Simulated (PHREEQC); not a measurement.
Dissolve 67 mmol/kgw H3PO4 and 98 mmol/kgw H2SO4 at 20 °C and 500 atm. Closed to the air; pH follows from the charge balance.

Computed with PHREEQC (ion-association model, phreeqc.dat).

Precipitation was switched off in this run.

Question: Estimate the pH, specific conductance, ionic strength.

Answer: pH 0.96; specific conductance 39400 µS/cm; ionic strength 0.164 mol/kgw.

Question: In which forms is S present?

Answer: HSO4- 70 %, SO4-2 30 % of the S.

Under pressure, the constants of complexes without a molar volume in the database are unreliable.
